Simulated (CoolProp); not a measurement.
Saturation properties of water.

Model: reference Helmholtz-energy equation of state, Wagner 2002, in CoolProp.

```tsv
T (°C)	p (kPa)	liquid density (kg/m³)	vapour Z
86.45	61.24	967.6	0.9889
90.95	72.75	964.7	0.9876
95.35	?	961.6	0.9861
99.85	100.9	958.5	?
104.25	117.8	955.3	?
108.65	?	952.0	0.9811
113.15	159.2	948.5	0.9791
117.55	?	945.1	0.9771
```

Fill in the missing entries.


- 95.35, p (kPa): 85.70
- 99.85, vapour Z: 0.9846
- 104.25, vapour Z: 0.9829
- 108.65, p (kPa): 137.0
- 117.55, p (kPa): 183.7

It boils at 100.0 °C under 1 atm.
